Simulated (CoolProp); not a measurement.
The fluid at 293.15 K and 0.557 MPa flows at 17 m/s in a round tube of 6 mm bore and 0.25 µm roughness, fully developed (64/Re and Nu = 3.66 if laminar; Colebrook and Gnielinski if turbulent). The same conditions are run with several fluids, on thermodynamics alone (safety and materials aside).

Computed with CoolProp (reference Helmholtz-energy equation of state of each fluid (C3F8 (R218): Lemmon 2006; normal hydrogen: Leachman 2009; R125: Lemmon 2005; oxygen: Schmidt 1985; methane: Setzmann 1991)).

| fluid | Reynolds number | Darcy friction factor | pressure drop (Pa/m) | heat-transfer coefficient (W/(m² K)) | mass flow (kg/h) |
|---|---|---|---|---|---|
| C3F8 (R218) | 427000 | [?] | [?] | 1380 | 86.7 |
| normal hydrogen | 5320 | 0.0368 | [?] | 516 | 0.795 |
| R125 | 242000 | 0.0154 | 11300 | 918 | [?] |
| oxygen | 36800 | 0.0225 | [?] | 365 | 12.7 |
| methane | [?] | 0.0229 | [?] | 450 | 6.41 |

Task: What belongs in the gaps?

Result: 
- C3F8 (R218), Darcy friction factor: 0.0141
- C3F8 (R218), pressure drop (Pa/m): 17000
- normal hydrogen, pressure drop (Pa/m): 407
- R125, mass flow (kg/h): 52.5
- oxygen, pressure drop (Pa/m): 3980
- methane, Reynolds number: 34000
- methane, pressure drop (Pa/m): 2040

Transport values come from each fluid's own correlations; those of C3F8 (R218) are estimates that may be off by 10 % or more.
